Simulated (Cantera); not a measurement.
# Gas-phase reforming

An isothermal, constant-pressure homogeneous reactor starts with CH4 : CO2 = 1 : 0.86 (molar parts), at 1448 K and 5.00 bar.

Computed with Cantera and GRI-Mech 3.0 (53 species, 325 reactions).

| t (s) | x CH4 | x CO2 | x C2H6 | x HO2 | x C2H | x CH3 |
|---|---|---|---|---|---|---|
| 1.00e-6 | 0.538 | 0.462 | 2.80e-11 | <1e-12 | <1e-12 | 6.15e-7 |
| 3.32e-6 | 0.538 | 0.462 | 1.05e-9 | <1e-12 | <1e-12 | 2.06e-6 |
| 1.10e-5 | 0.538 | 0.462 | 3.83e-8 | <1e-12 | <1e-12 | 6.78e-6 |
| 3.67e-5 | 0.538 | 0.462 | 1.23e-6 | <1e-12 | <1e-12 | 2.03e-5 |
| 0.000122 | 0.538 | 0.462 | 1.96e-5 | <1e-12 | <1e-12 | 3.64e-5 |
| 0.000405 | 0.537 | 0.462 | 0.000104 | <1e-12 | <1e-12 | 4.04e-5 |
| 0.00134 | 0.537 | 0.462 | 0.000371 | <1e-12 | <1e-12 | 4.81e-5 |
| 0.00446 | 0.534 | 0.462 | 0.00104 | <1e-12 | <1e-12 | 6.35e-5 |
| 0.0148 | 0.524 | 0.460 | 0.00164 | <1e-12 | 8.60e-12 | 7.42e-5 |
| 0.0493 | 0.490 | 0.449 | 0.00123 | <1e-12 | 8.17e-11 | 6.53e-5 |
| 0.164 | 0.406 | 0.406 | 0.000692 | <1e-12 | 2.91e-10 | 5.06e-5 |
| 0.544 | 0.261 | 0.280 | 0.000451 | <1e-12 | 6.98e-10 | 3.89e-5 |
| 1.81 | 0.152 | 0.137 | 0.000366 | <1e-12 | 1.17e-9 | 3.11e-5 |
| 6.00 | 0.156 | 0.108 | 0.000344 | <1e-12 | 7.52e-10 | 2.97e-5 |
x: mole fraction; the columns are a selection and need not sum to one.

Equilibrium at this temperature and pressure: CH4 0.0385, CO2 0.000120, C2H6 8.46e-6, HO2 <1e-12, C2H 1.88e-12, CH3 4.64e-6 (gas phase only).
